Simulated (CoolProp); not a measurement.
R141b along the isotherm 500 K: Z from the reference equation and from simpler models built on Tc = 477.5 K, pc = 4.212 MPa, ω = 0.220; each cubic takes its own stable root.

The numbers come from the reference Helmholtz-energy equation of state, Lemmon 2006 in CoolProp. It is a short technical equation, of lower accuracy than the large ones.

| p (MPa) | phase | reference |
|---|---|---|
| 0.0333 | gas | 0.9978 |
| 0.0592 | gas | 0.9961 |
| 0.105 | gas | 0.9930 |
| 0.187 | gas | 0.9875 |
| 0.333 | gas | 0.9776 |
| 0.592 | gas | 0.9595 |
| 1.05 | gas | 0.9263 |
| 1.87 | gas | 0.8615 |
| 3.33 | gas | 0.7214 |
| 5.92 | supercritical | 0.3228 |
| 10.5 | supercritical | 0.3846 |

Problem. How far does each simpler model (van der Waals, Redlich-Kwong, Peng-Robinson) lie from the reference over these 11 states: mean and median of the absolute difference, and the worst?

Solution. 
- van der Waals: mean 4.6 %, median 0.2 %, worst +33.3 % at 500 K and 10.5 MPa
- Redlich-Kwong: mean 2.0 %, median 0.3 %, worst +11.7 % at 500 K and 10.5 MPa
- Peng-Robinson: mean 1.8 %, median 0.7 %, worst +8.7 % at 500 K and 5.92 MPa
